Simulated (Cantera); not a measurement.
Input: 1 mol B2O3, 0.26 mol O2, 0.9 mol N2, held at 270 Torr.

These are equilibrium values from Cantera (NASA tables, ideal gas, pure condensed phases), not measurements of a reactor. Candidate condensed phases: B, BN, B2O3; 17 gas species. Kinetics and transport are ignored.

x: gas mole fraction; n: condensed amount in mol.

```
T (K)   x N2  x B2O3    x O2    x BO2     x NO  n B2O3(l)
-----  -----  ------  ------  -------  -------  ---------
1923   0.734  0.0469   0.208  0.00487  0.00591      0.940
1973   0.702  0.0844   0.198  0.00800  0.00652      0.887
2023   0.651   0.147   0.182   0.0127  0.00690      0.789
2073   0.567   0.250   0.156   0.0193  0.00680      0.591
2123   0.437   0.412   0.117   0.0278  0.00584      0.127
2173   0.410   0.442   0.107      [?]  0.00611          0
2223   0.409   0.438   0.105      [?]      [?]          0
2273   0.408   0.434   0.103   0.0458  0.00745          0
2323   0.406   0.429  0.0999   0.0528  0.00815          0
```

### Question
Fill in the missing entries.

### Answer

- 2173, x BO2: 0.0336
- 2223, x BO2: 0.0394
- 2223, x NO: 0.00677
